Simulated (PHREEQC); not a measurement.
Acid rinse or clean with silver or lead bath (model solution)

Solution A (0.018 mol/kgw H2SO4, 0.0049 mol/kgw CuSO4 and 0.00051 mol/kgw MgCl2) is mixed with solution B (0.11 mol/kgw AgNO3, 0.00031 mol/kgw HF and 0.0029 mol/kgw Na2SO4) at 20 °C; shares are by mass of water, 1 kg in all. O2 is buffered at 0.21 atm. CO2 from the air is kept out. The run lets Brucite, Tenorite, Brochantite, Antlerite, Atacamite, Cu2(OH)3NO3, Cerargyrite, Ag2O, Ag2SO4, Halite, Mirabilite, Epsomite, Chalcanthite, CuF2:2H2O precipitate or redissolve, and no other solid.

The series has 21 steps of share of solution B, from 0 to 1.

Model: ion-association model, wateq4f.dat, run in PHREEQC.

Q: Which solids form, in which order, and at which step of the series does each first stand?

A: Cerargyrite from share of solution B = 0.05 (pH 1.69), last present at share of solution B = 0.95.
